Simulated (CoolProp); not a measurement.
Vapour-liquid equilibrium of R1234yf (1) + R1234ze(E) (2) at -1.85 °C; x and y are mole fractions of (1).

Values from CoolProp's multi-fluid Helmholtz-energy mixture model, Lemmon 2022 and Thol 2016; pair parameters Bell 2022.

**Question.** Give the bubble pressure and the first vapour's composition at x = 0.05, 0.35, 0.95. Is there an azeotrope?

**Answer.** x = 0.05: 0.2077 MPa, y = 0.073; x = 0.35: 0.2378 MPa, y = 0.434; x = 0.95: 0.2920 MPa, y = 0.963. No azeotrope shows between x = 0.05 and 0.95.

The pair parameters rest on a limited set of measurements; away from them the model extrapolates.
